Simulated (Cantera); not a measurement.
Input (Python, Cantera) and output of one run.

```python
import numpy as np
import cantera as ct

gas_names = """
    C CH CH2 CH3 CH4 CN C2 C2H C2H2,acetylene C2H2,vinylidene C2H3,vinyl CH3CN C2H4 C2H5 C2H6 CCN CNC
    C2N2 C3 C3H3,propargyl C3H4,allene C3H4,propyne C3H4,cyclo- C3H5,allyl C3H6,propylene C3H6,cyclo-
    C3H7,n-propyl C3H7,i-propyl C3H8 C4 C4H2 C4H4,1,3-cyclo- C4H6,butadiene C4H6,2-butyne C4H6,cyclo-
    C4H8,1-butene C4H8,cis2-buten C4H8,tr2-butene C4H8,isobutene C4H8,cyclo- C4H9,n-butyl C4H9,i-butyl
    C4H9,s-butyl C4H9,t-butyl C4H10,isobutane C4H10,n-butane C4N2 C5 C5H6,1,3cyclo- C5H8,cyclo-
    C5H10,1-pentene C5H10,cyclo- C5H11,pentyl C5H11,t-pentyl C5H12,n-pentane C5H12,i-pentane
    CH3C(CH3)2CH3 C6H2 C6H5,phenyl C6H6 C6H10,cyclo- C6H12,1-hexene C6H12,cyclo- C6H13,n-hexyl
    C7H7,benzyl C7H8 C7H14,1-heptene C7H15,n-heptyl C7H16,n-heptane C8H8,styrene C8H10,ethylbenz
    C8H16,1-octene C8H17,n-octyl C8H18,isooctane C8H18,n-octane C9H19,n-nonyl C10H8,naphthale
    C10H21,n-decyl C12H9,o-bipheny C12H10,bipheny H HCN HCCN HNC H2 N NH NH2 NH3 N2 N2H2 N2H4
""".split()
cond_names = """
    C(gr) C6H6(L) C7H8(L) C8H18(L),n-octa
""".split()


def load(file, names, dense=False):
    # The tables refer to 1 bar. Condensed volumes are neglected.
    table = {s.name: s for s in ct.Species.list_from_file(file)}
    out = []
    for n in names:
        d = dict(table[n].input_data)
        d["thermo"] = dict(d["thermo"], **{"reference-pressure": 1e5})
        if dense:
            d["equation-of-state"] = {"model": "constant-volume", "density": "1e6 g/cm^3"}
        out.append(ct.Species.from_dict(d))
    return out


gas = ct.Solution(thermo="ideal-gas", species=load("nasa_gas.yaml", gas_names))
cond = {s.name: ct.Solution(thermo="fixed-stoichiometry", species=[s], name=s.name)
        for s in load("nasa_condensed.yaml", cond_names, dense=True)}
atoms = {
    'n-butane': {'C': 4, 'H': 10},
    'NH3': {'N': 1, 'H': 3},
}
top_T = {'C(gr)': 4500}  # K; cautious upper limits of use, not melting points


def equilibrate(T, P, feed):
    n = {}
    for name, mol in feed.items():
        for a, k in atoms[name].items():
            n[a] = n.get(a, 0.0) + k * mol
    gas.TPX = T, P, n
    mass = sum(n.values()) * gas.mean_molecular_weight
    gas.equilibrate("TP")
    valid = [c for c in cond.values() if c.min_temp <= T <= top_T.get(c.name, c.max_temp)]
    mix = ct.Mixture([(gas, mass / gas.mean_molecular_weight)] + [(c, 0.0) for c in valid])
    mix.T, mix.P = T, P
    mix.equilibrate("TP", solver="vcs", rtol=1e-11, max_steps=5000)
    return mix


results = []
feed = {'n-butane': 1, 'NH3': 0.66}  # mol
P = 280000  # Pa
for T in [1998, 2023, 2048, 2073, 2098, 2123, 2148, 2173, 2198, 2223, 2248, 2273, 2298]:
    mix = equilibrate(T, P, feed)
    results.append((T, P, feed, dict(zip(mix.species_names, mix.species_moles))))
    x = sorted(zip(gas.X, gas.species_names), reverse=True)
    print(f"T = {T:g} K  P = {P:g} Pa  gas = {mix.phase_moles(0):.4g} mol")
    print("   x: " + "  ".join(f"{s} {v:.3e}" for v, s in x if v > 0.0001))
    print("   condensed (mol): " + ("  ".join(f"{mix.phase(i).name} {mix.phase_moles(i):.4g}"
          for i in range(1, mix.n_phases) if mix.phase_moles(i) > 1e-12) or "none"))
```

It prints:

```
T = 1998 K  P = 280000 Pa  gas = 6.316 mol
   x: H2 9.433e-01  N2 5.055e-02  HCN 3.195e-03  CH4 1.063e-03  H 9.311e-04  C2H2,acetylene 7.151e-04  HNC 1.809e-04
   condensed (mol): C(gr) 3.963
T = 2023 K  P = 280000 Pa  gas = 6.317 mol
   x: H2 9.429e-01  N2 5.037e-02  HCN 3.514e-03  H 1.102e-03  CH4 9.947e-04  C2H2,acetylene 8.423e-04  HNC 2.081e-04
   condensed (mol): C(gr) 3.959
T = 2048 K  P = 280000 Pa  gas = 6.318 mol
   x: H2 9.425e-01  N2 5.018e-02  HCN 3.856e-03  H 1.299e-03  C2H2,acetylene 9.880e-04  CH4 9.322e-04  HNC 2.386e-04
   condensed (mol): C(gr) 3.955
T = 2073 K  P = 280000 Pa  gas = 6.319 mol
   x: H2 9.419e-01  N2 4.997e-02  HCN 4.220e-03  H 1.525e-03  C2H2,acetylene 1.154e-03  CH4 8.750e-04  HNC 2.725e-04
   condensed (mol): C(gr) 3.951
T = 2098 K  P = 280000 Pa  gas = 6.32 mol
   x: H2 9.413e-01  N2 4.975e-02  HCN 4.608e-03  H 1.784e-03  C2H2,acetylene 1.344e-03  CH4 8.224e-04  HNC 3.102e-04
   condensed (mol): C(gr) 3.946
T = 2123 K  P = 280000 Pa  gas = 6.321 mol
   x: H2 9.406e-01  N2 4.951e-02  HCN 5.019e-03  H 2.079e-03  C2H2,acetylene 1.558e-03  CH4 7.741e-04  HNC 3.519e-04
   condensed (mol): C(gr) 3.941
T = 2148 K  P = 280000 Pa  gas = 6.323 mol
   x: H2 9.399e-01  N2 4.926e-02  HCN 5.455e-03  H 2.415e-03  C2H2,acetylene 1.800e-03  CH4 7.296e-04  HNC 3.979e-04
   condensed (mol): C(gr) 3.935
T = 2173 K  P = 280000 Pa  gas = 6.324 mol
   x: H2 9.390e-01  N2 4.899e-02  HCN 5.915e-03  H 2.794e-03  C2H2,acetylene 2.072e-03  CH4 6.885e-04  HNC 4.485e-04
   condensed (mol): C(gr) 3.929
T = 2198 K  P = 280000 Pa  gas = 6.326 mol
   x: H2 9.381e-01  N2 4.871e-02  HCN 6.399e-03  H 3.223e-03  C2H2,acetylene 2.378e-03  CH4 6.505e-04  HNC 5.040e-04
   condensed (mol): C(gr) 3.922
T = 2223 K  P = 280000 Pa  gas = 6.328 mol
   x: H2 9.370e-01  N2 4.841e-02  HCN 6.909e-03  H 3.706e-03  C2H2,acetylene 2.719e-03  CH4 6.153e-04  HNC 5.647e-04
   condensed (mol): C(gr) 3.914
T = 2248 K  P = 280000 Pa  gas = 6.329 mol
   x: H2 9.358e-01  N2 4.809e-02  HCN 7.444e-03  H 4.247e-03  C2H2,acetylene 3.100e-03  HNC 6.309e-04  CH4 5.826e-04
   condensed (mol): C(gr) 3.905
T = 2273 K  P = 280000 Pa  gas = 6.332 mol
   x: H2 9.345e-01  N2 4.776e-02  HCN 8.005e-03  H 4.853e-03  C2H2,acetylene 3.523e-03  HNC 7.027e-04  CH4 5.523e-04
   condensed (mol): C(gr) 3.896
T = 2298 K  P = 280000 Pa  gas = 6.334 mol
   x: H2 9.331e-01  N2 4.741e-02  HCN 8.590e-03  H 5.529e-03  C2H2,acetylene 3.992e-03  HNC 7.807e-04  CH4 5.240e-04
   condensed (mol): C(gr) 3.886
```

Cantera equilibrium calculation (NASA polynomials, part measured and part estimated; ideal gas, pure solids and liquids).
